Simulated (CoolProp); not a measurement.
Properties of R125 along the isobar 7.92 bar (Tc = 339.2 K, pc = 36.18 bar, ω = 0.305).

Computed with CoolProp (reference Helmholtz-energy equation of state, Lemmon 2005).

```
T (K)   phase  cp (kJ/(kg K))  speed of sound (m/s)  isothermal compressibility (1/MPa)  conductivity (mW/(m K))
-----  ------  --------------  --------------------  ----------------------------------  -----------------------
190.2  liquid           1.053                 846.2                            0.001299                      108
195.7  liquid           1.061                 819.2                            0.001401                      105
201.2  liquid           1.069                 792.5                            0.001513                      103
206.7  liquid           1.078                 766.0                            0.001638                      100
212.2  liquid           1.088                 739.8                            0.001778                     97.7
217.7  liquid           1.098                 713.8                            0.001935                     95.1
223.2  liquid           1.109                 687.8                            0.002112                     92.5
228.7  liquid           1.120                 662.0                            0.002313                     90.0
234.2  liquid           1.132                 636.1                            0.002543                     87.5
239.7  liquid           1.145                 610.3                            0.002809                     84.9
245.2  liquid           1.159                 584.3                            0.003117                     82.4
250.7  liquid           1.174                 558.3                            0.003479                     80.0
256.1  liquid           1.190                 532.5                            0.003900                     77.5
```

Thermal conductivity comes from a separate model (Perkins 2006).
